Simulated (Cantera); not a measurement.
# Premixed flame

A freely propagating, adiabatic, planar premixed flame of 27.5 % H2, 12.5 % O2, 60.0 % N2, unburnt at 373 K and 6.32 atm; mixture-averaged transport, grid criteria slope 0.08 and curve 0.16, no radiation.

Computed with Cantera and the H2/O2 subset of GRI-Mech 3.0, which has no nitrogen chemistry. The hydrogen kinetics of GRI-Mech 3.0 are dated; newer H2 mechanisms differ, most at raised pressure. Burning velocities carry a grid error of a few per cent, more on coarse grids.

```csv
z (mm),T (K),u (m/s),x H2,x O2,x HO2,x H2O2,x O,x OH
-0.129,373,2.00,0.275,0.125,<1e-8,<1e-8,<1e-8,<1e-8
-0.0858,373,2.00,0.274,0.125,2.56e-8,<1e-8,<1e-8,<1e-8
-0.0644,374,2.00,0.273,0.126,2.22e-7,5.95e-8,<1e-8,<1e-8
-0.0429,379,2.02,0.266,0.127,4.62e-6,1.24e-6,6.27e-8,<1e-8
-0.0215,492,2.50,0.227,0.130,0.000379,7.08e-5,4.16e-6,1.33e-5
-0.0107,844,4.15,0.177,0.117,0.000972,0.000162,0.000158,0.000656
0,1292,6.23,0.119,0.0834,0.000437,5.20e-5,0.00132,0.00190
0.0107,1596,7.65,0.0742,0.0475,0.000199,6.06e-6,0.00280,0.00433
0.0215,1768,8.45,0.0502,0.0260,9.47e-5,3.32e-6,0.00321,0.00675
0.0429,1932,9.19,0.0360,0.0121,3.68e-5,1.92e-6,0.00271,0.00863
0.0858,2064,9.76,0.0307,0.00674,1.67e-5,1.11e-6,0.00158,0.00793
0.172,2155,10.1,0.0266,0.00384,7.59e-6,6.68e-7,0.000747,0.00606
0.343,2212,10.4,0.0233,0.00195,3.00e-6,3.80e-7,0.000317,0.00422
```
x: mole fraction of selected species; z is measured from the peak of heat release.

The laminar burning velocity comes out as 200 cm/s and the thermal thickness is 0.0429 mm. The peak x(HO2) comes out as 0.00106 and the peak x(H2O2) comes out as 0.000164. The peak x(O) comes out as 0.00321 and the peak x(OH) comes out as 0.00869.
